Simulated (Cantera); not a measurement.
An isothermal, constant-pressure homogeneous reactor starts with 0.990 % C2H6, 99.0 % N2, at 1023 K and 59.0 Pa.

Cantera simulation using GRI-Mech 3.0 (53 species, 325 reactions); the numbers are that mechanism's predictions, not measurements. GRI-Mech 3.0 stops at C3 and has no aromatics, soot or wall deposition, so with more carbon than oxygen in the feed, carbon stays in small species such as C2H2 where larger ones or solid carbon would form. Radical loss at walls, strong at low pressure, is not modelled.

x: mole fraction; the columns are a selection and need not sum to one.

```json
[
 {"t (s)": "0.000600", "x C2H6": "0.00990", "x C2H2": "<1e-12", "x HCN": "<1e-12", "x H2": "<1e-12", "x CH4": "<1e-12"},
 {"t (s)": "0.00163", "x C2H6": "0.00990", "x C2H2": "<1e-12", "x HCN": "<1e-12", "x H2": "<1e-12", "x CH4": "<1e-12"},
 {"t (s)": "0.00445", "x C2H6": "0.00990", "x C2H2": "<1e-12", "x HCN": "<1e-12", "x H2": "<1e-12", "x CH4": "4.78e-12"},
 {"t (s)": "0.0121", "x C2H6": "0.00990", "x C2H2": "<1e-12", "x HCN": "<1e-12", "x H2": "<1e-12", "x CH4": "3.55e-11"},
 {"t (s)": "0.0330", "x C2H6": "0.00990", "x C2H2": "<1e-12", "x HCN": "<1e-12", "x H2": "2.61e-11", "x CH4": "2.62e-10"},
 {"t (s)": "0.0899", "x C2H6": "0.00990", "x C2H2": "<1e-12", "x HCN": "<1e-12", "x H2": "7.42e-10", "x CH4": "1.93e-9"},
 {"t (s)": "0.245", "x C2H6": "0.00990", "x C2H2": "<1e-12", "x HCN": "<1e-12", "x H2": "1.73e-8", "x CH4": "1.40e-8"},
 {"t (s)": "0.667", "x C2H6": "0.00990", "x C2H2": "<1e-12", "x HCN": "<1e-12", "x H2": "3.54e-7", "x CH4": "9.78e-8"},
 {"t (s)": "1.82", "x C2H6": "0.00989", "x C2H2": "2.14e-10", "x HCN": "<1e-12", "x H2": "6.21e-6", "x CH4": "6.32e-7"},
 {"t (s)": "4.95", "x C2H6": "0.00983", "x C2H2": "___", "x HCN": "2.45e-12", "x H2": "6.72e-5", "x CH4": "4.07e-6"},
 {"t (s)": "13.5", "x C2H6": "0.00946", "x C2H2": "___", "x HCN": "1.77e-11", "x H2": "0.000398", "x CH4": "2.99e-5"},
 {"t (s)": "36.7", "x C2H6": "0.00806", "x C2H2": "___", "x HCN": "5.66e-11", "x H2": "0.00166", "x CH4": "0.000174"},
 {"t (s)": "100", "x C2H6": "0.00459", "x C2H2": "___", "x HCN": "1.02e-10", "x H2": "0.00481", "x CH4": "0.000637"}
]
```

Problem. What belongs in the gaps?

Solution. 
- 4.95, x C2H2: 2.53e-8
- 13.5, x C2H2: 1.00e-6
- 36.7, x C2H2: 2.00e-5
- 100, x C2H2: 0.000204
